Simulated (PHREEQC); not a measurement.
Synthetic water in mg/L, 25 °C, pH 3.82, pe 11.2: Na 339; K 46.9; Ca 53; Mg 18.8; Cl 49.4; S(6) as SO4 433; N(5) as NO3 0.0812; Cd 4.67.

Valence states are taken as typed.

Equilibrium calculation in PHREEQC: ion-association model, wateq4f.dat.

Problem. The ionic strength comes out as 0.0198 mol/kgw. What activity coefficients do SO4-2, H+, NO3-, Ca+2, Cl- get?

Solution. SO4-2 0.58, H+ 0.89, NO3- 0.86, Ca+2 0.59, Cl- 0.87.

Precipitation was switched off in this run. Species that the database lacks are ignored.
